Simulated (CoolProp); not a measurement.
Properties of propylene along the isobar 5200 kPa (Tc = 364.2 K, pc = 4555 kPa, ω = 0.146).

Values from CoolProp's reference Helmholtz-energy equation of state, Lemmon 2013.

```csv
T (K),phase,Z,cv (kJ/(kg K)),speed of sound (m/s),Prandtl number,fugacity coefficient
262.4,liquid,0.1760,1.446,998.9,2.47,0.08627
274.8,liquid,0.1731,1.478,922.4,2.37,0.1223
287.3,liquid,0.1711,1.512,844.8,2.29,0.1670
299.7,liquid,0.1701,1.549,766.8,2.24,0.2198
312.1,liquid,0.1702,1.589,687.0,2.22,0.2806
324.6,liquid,0.1717,1.633,603.3,2.22,0.3492
337,liquid,0.1754,1.681,515.0,2.26,0.4232
349.4,liquid,0.1830,1.740,417.1,2.38,0.5012
```

Viscosity comes from a separate model (Huber 2003), an estimate that may be off by 10 % or more. Thermal conductivity comes from a separate model (Huber 2003), an estimate that may be off by 10 % or more.
